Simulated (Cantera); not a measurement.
Standard-state values (1 bar) from the NASA 1993 polynomials, evaluated with Cantera. Values are per mole of reaction as written; species without (g) are pure solids or liquids, kept so even where they would boil at 1 bar.

H₂(g) + CaS = H₂S(g) + Ca(g)

| T (K) | ΔH° (kJ) | ΔS° (J/K) | ΔG° (kJ) | log10 K |
|---|---|---|---|---|
| 548 | 625.1 | 160.1 | 537.3 | -51.22 |
| 598 | [?] | [?] | [?] | [?] |
| 648 | 622.9 | 156.5 | 521.5 | -42.04 |
| 698 | [?] | [?] | [?] | [?] |
| 748 | [?] | [?] | [?] | [?] |
| 798 | [?] | [?] | [?] | [?] |
| 848 | 619.0 | 151.2 | 490.8 | -30.23 |
| 898 | 618.1 | 150.1 | 483.2 | -28.11 |

Complete the blanks.


- 598, ΔH° (kJ): 624.0
- 598, ΔS° (J/K): 158.2
- 598, ΔG° (kJ): 529.4
- 598, log10 K: -46.24
- 698, ΔH° (kJ): 621.9
- 698, ΔS° (J/K): 155.0
- 698, ΔG° (kJ): 513.7
- 698, log10 K: -38.44
- 748, ΔH° (kJ): 620.9
- 748, ΔS° (J/K): 153.6
- 748, ΔG° (kJ): 506.0
- 748, log10 K: -35.34
- 798, ΔH° (kJ): 619.9
- 798, ΔS° (J/K): 152.4
- 798, ΔG° (kJ): 498.4
- 798, log10 K: -32.62
